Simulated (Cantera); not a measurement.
What does this Cantera script print?

```python
import numpy as np
import cantera as ct

gas_names = """
    H HNO HNO2 HNO3 HO2 H2 H2O H2O2 N NH NH2 NH3 NH2OH NO NO2 NO3 N2 N2H2 N2H4 N2O O OH O2 O3 Si SiH
    SiH2 SiH3 SiH4 SiN SiO SiO2 Si2 Si2N Si3
""".split()
cond_names = """
    H2O(s) H2O(L) Si(cr) Si(L) SiO2(Lqz) SiO2(hqz) SiO2(L) Si2N2O(s) Si3N4(a)
""".split()


# ... load() reads the species with a 1 bar reference pressure and builds the phases ...
atoms = {
    'Si': {'Si': 1},
    'N2O': {'N': 2, 'O': 1},
    'H2': {'H': 2},
}
top_T = {'Si2N2O(s)': 2100, 'Si3N4(a)': 2400}  # K; cautious upper limits of use, not melting points


# ... equilibrate(T, P, feed) seeds the gas with the atoms and calls Mixture.equilibrate('TP', solver="vcs", rtol=1e-11, max_steps=5000) ...
results = []
T = 1950  # K
P = 2  # Pa
for m in [3.9, 8.4, 13, 18, 22, 27, 31, 36]:
    feed = {'Si': 1, 'N2O': 0.044, 'H2': m}  # mol
    mix = equilibrate(T, P, feed)
    results.append((T, P, feed, dict(zip(mix.species_names, mix.species_moles))))
    x = sorted(zip(gas.X, gas.species_names), reverse=True)
    print(f"T = {T:g} K  P = {P:g} Pa  n(H2) = {m:g} mol  gas = {mix.phase_moles(0):.4g} mol")
    print("   x: " + "  ".join(f"{s} {v:.3e}" for v, s in x if v > 1e-05))
    print("   condensed (mol): " + ("  ".join(f"{mix.phase(i).name} {mix.phase_moles(i):.4g}"
          for i in range(1, mix.n_phases) if mix.phase_moles(i) > 1e-12) or "none"))
```

Output:

```
T = 1950 K  P = 2 Pa  n(H2) = 3.9 mol  gas = 5.491 mol
   x: H2 6.099e-01  H 2.002e-01  Si 1.731e-01  SiO 8.013e-03  N2 8.001e-03  SiH 4.626e-04  Si2 2.306e-04  SiN 2.038e-05
   condensed (mol): none
T = 1950 K  P = 2 Pa  n(H2) = 8.4 mol  gas = 10.57 mol
   x: H2 6.886e-01  H 2.127e-01  Si 9.009e-02  SiO 4.164e-03  N2 4.160e-03  SiH 2.557e-04  Si2 6.243e-05
   condensed (mol): none
T = 1950 K  P = 2 Pa  n(H2) = 13 mol  gas = 15.75 mol
   x: H2 7.167e-01  H 2.170e-01  Si 6.045e-02  SiO 2.793e-03  N2 2.791e-03  SiH 1.751e-04  Si2 2.811e-05
   condensed (mol): none
T = 1950 K  P = 2 Pa  n(H2) = 18 mol  gas = 21.39 mol
   x: H2 7.319e-01  H 2.193e-01  Si 4.453e-02  SiO 2.057e-03  N2 2.056e-03  SiH 1.303e-04  Si2 1.526e-05
   condensed (mol): none
T = 1950 K  P = 2 Pa  n(H2) = 22 mol  gas = 25.9 mol
   x: H2 7.393e-01  H 2.204e-01  Si 3.678e-02  SiO 1.699e-03  N2 1.698e-03  SiH 1.082e-04  Si2 1.041e-05
   condensed (mol): none
T = 1950 K  P = 2 Pa  n(H2) = 27 mol  gas = 31.53 mol
   x: H2 7.456e-01  H 2.213e-01  Si 3.021e-02  SiO 1.395e-03  N2 1.395e-03  SiH 8.925e-05
   condensed (mol): none
T = 1950 K  P = 2 Pa  n(H2) = 31 mol  gas = 36.04 mol
   x: H2 7.492e-01  H 2.219e-01  Si 2.643e-02  SiO 1.221e-03  N2 1.220e-03  SiH 7.828e-05
   condensed (mol): none
T = 1950 K  P = 2 Pa  n(H2) = 36 mol  gas = 41.68 mol
   x: H2 7.526e-01  H 2.224e-01  Si 2.286e-02  SiO 1.056e-03  N2 1.055e-03  SiH 6.785e-05
   condensed (mol): none
```

These are equilibrium values from Cantera (NASA tables, ideal gas, pure condensed phases), not measurements of a reactor. The tables' values for SiN are old estimates; treat these amounts as uncertain.
